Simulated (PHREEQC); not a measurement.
H2SO4 is added in steps, without added water, to 1 kg of water holding 4.1 mmol/kgw AgNO3, 24 mmol/kgw NaCl and 150 mmol/kgw Zn(NO3)2, at 20 °C. O2 is buffered at 0.21 atm. CO2 from the air is kept out. Only these solids could form: Zn(OH)2-e, Zn4(OH)6SO4, Zn5(OH)8Cl2, Cerargyrite, Ag2O, Ag2SO4, Halite, Mirabilite, Goslarite.

Base run: PHREEQC, ion-association model, wateq4f.dat. Each further column changes one thing. The table gives HSO4- (mol/kgw).

| H2SO4 added (mol) | base | AgNO3 replaced by HNO3 at the same molality | diluted 2-fold with water | AgNO3 from 0.0041 to 0.0082 mol/kgw | no solid may form |
|---|---|---|---|---|---|
| 0 | 0 | 0 | 0 | 0 | 0 |
| 0.00045 | 3.19e-6 | 1.72e-5 | 4.44e-6 | 3.19e-6 | 3.19e-6 |
| 0.00135 | 2.81e-5 | 6.88e-5 | 3.88e-5 | 2.81e-5 | 2.81e-5 |
| 0.0018 | 4.95e-5 | 0.000103 | 6.81e-5 | 4.94e-5 | 4.94e-5 |
| 0.00225 | 7.65e-5 | 0.000142 | 0.000105 | 7.65e-5 | 7.65e-5 |
| 0.00315 | 0.000147 | 0.000236 | 0.000200 | 0.000147 | 0.000147 |
| 0.0036 | 0.000190 | 0.000291 | 0.000259 | 0.000190 | 0.000190 |
| 0.00405 | 0.000238 | 0.000350 | 0.000323 | 0.000238 | 0.000238 |
| 0.00495 | 0.000349 | 0.000482 | 0.000471 | 0.000349 | 0.000349 |
| 0.0054 | 0.000412 | 0.000554 | 0.000554 | 0.000412 | 0.000412 |
| 0.00585 | 0.000479 | 0.000631 | 0.000643 | 0.000479 | 0.000479 |
| 0.00675 | 0.000627 | 0.000797 | 0.000837 | 0.000626 | 0.000626 |
| 0.0072 | 0.000707 | 0.000886 | 0.000941 | 0.000706 | 0.000706 |

 In at least one series the solution becomes supersaturated in solids that the run did not let form, among them Cerargyrite. Solids allowed in the column 'AgNO3 replaced by HNO3 at the same molality': Zn(OH)2-e, Zn4(OH)6SO4, Zn5(OH)8Cl2, Halite, Mirabilite, Goslarite.
